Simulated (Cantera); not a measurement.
Charge: 1 mol Cr, 9.2 mol NH3, 280 mol H2, equilibrated at 0.100 bar.

These are equilibrium values from Cantera (NASA tables, ideal gas, pure condensed phases), not measurements of a reactor. Candidate condensed phases: Cr, CrN, Cr2N; 11 gas species. Kinetics and transport are ignored. All values below are at 1773 K.

Base state: H2 0.983, N2 0.0154, H 0.000892, Cr 0.000631 (mole fractions); condensed: Cr(s).

Problem. What changes in the equilibrium state with this change: pressure from 0.100 bar to 0.0170 bar?

Solution. 
| species | before | after |
|---|---|---|
| H2 | 0.983 | 0.979 |
| N2 | 0.0154 | 0.0153 |
| Cr | 0.000631 | 0.00334 |
| H | 0.000892 | 0.00216 |
| Cr(s), mol | 0.812 | 0 |
